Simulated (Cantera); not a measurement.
An adiabatic, constant-volume homogeneous reactor starts with H2 : O2 : N2 = 1 : 0.794 : 2.54 (molar parts), equivalence ratio 0.63, at 1250 K and 18000 Torr. Integrator tolerance rtol = 1e-08.

Detailed kinetics in Cantera: GRI-Mech 3.0 (53 species, 325 reactions). The hydrogen kinetics of GRI-Mech 3.0 are dated; newer H2 mechanisms differ, most at raised pressure. The pressure lies above the range GRI-Mech 3.0 was tuned for (to about 10 atm).

Question: What does this change do: initial temperature 1250 to 1550 K?

Answer: 
```json
[
 {"quantity": "time of steepest temperature rise", "before": "49.1 µs", "after": "0.574 µs"},
 {"quantity": "temperature at 7.00 s", "before": "2981 K", "after": "3125 K"},
 {"quantity": "equilibrium temperature", "before": "2981 K", "after": "3125 K"},
 {"quantity": "x(H2) at 7.00 s", "before": "0.00577 (gas-phase equilibrium 0.00577)", "after": "0.00981 (gas-phase equilibrium 0.00981)"},
 {"quantity": "x(O2) at 7.00 s", "before": "0.0604 (gas-phase equilibrium 0.0604)", "after": "0.0575 (gas-phase equilibrium 0.0575)"},
 {"quantity": "x(H2O) at 7.00 s", "before": "0.240 (gas-phase equilibrium 0.240)", "after": "0.230 (gas-phase equilibrium 0.230)"},
 {"quantity": "x(H) at 7.00 s", "before": "0.00159 (gas-phase equilibrium 0.00159)", "after": "0.00345 (gas-phase equilibrium 0.00345)"},
 {"quantity": "x(NO) at 7.00 s", "before": "0.0227 (gas-phase equilibrium 0.0227)", "after": "0.0261 (gas-phase equilibrium 0.0261)"},
 {"quantity": "x(N2O) at 7.00 s", "before": "8.29e-6 (gas-phase equilibrium 8.29e-6)", "after": "8.83e-6 (gas-phase equilibrium 8.83e-6)"},
 {"quantity": "x(H2O2) at 7.00 s", "before": "7.11e-6 (gas-phase equilibrium 7.11e-6)", "after": "7.55e-6 (gas-phase equilibrium 7.55e-6)"}
]
```
Above 3000 K some thermodynamic fits are extrapolated.

Question: What does this change do: initial temperature 1250 to 973 K?

Answer: 
| quantity | before | after |
|---|---|---|
| time of steepest temperature rise | 49.1 µs | 11.2 ms |
| temperature at 7.00 s | 2981 K | 2833 K |
| equilibrium temperature | 2981 K | 2833 K |
| x(H2) at 7.00 s | 0.00577 (gas-phase equilibrium 0.00577) | 0.00311 (gas-phase equilibrium 0.00311) |
| x(O2) at 7.00 s | 0.0604 (gas-phase equilibrium 0.0604) | 0.0634 (gas-phase equilibrium 0.0634) |
| x(H2O) at 7.00 s | 0.240 (gas-phase equilibrium 0.240) | 0.248 (gas-phase equilibrium 0.248) |
| x(H) at 7.00 s | 0.00159 (gas-phase equilibrium 0.00159) | 0.000654 (gas-phase equilibrium 0.000654) |
| x(NO) at 7.00 s | 0.0227 (gas-phase equilibrium 0.0227) | 0.0193 (gas-phase equilibrium 0.0193) |
| x(N2O) at 7.00 s | 8.29e-6 (gas-phase equilibrium 8.29e-6) | 7.74e-6 (gas-phase equilibrium 7.74e-6) |
| x(H2O2) at 7.00 s | 7.11e-6 (gas-phase equilibrium 7.11e-6) | 6.54e-6 (gas-phase equilibrium 6.54e-6) |
